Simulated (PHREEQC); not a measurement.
A solution holds 0.16 mol Cd(NO3)2 per kg of water, at 20 °C. Closed to the air; pH follows from the charge balance.

All values are PHREEQC results (ion-association model, phreeqc.dat), not measurements.

This is a speciation only: nothing precipitates in the calculation.

### Question
What pH, density, activity of water does the model give?

### Answer
pH 5.56; density 1.029 g/cm³; activity of water 0.992.

### Question
In which forms is N present?

### Answer
NO3- 91 %, CdNO3+ 8.7 % of the N.

Species that the database lacks are ignored.
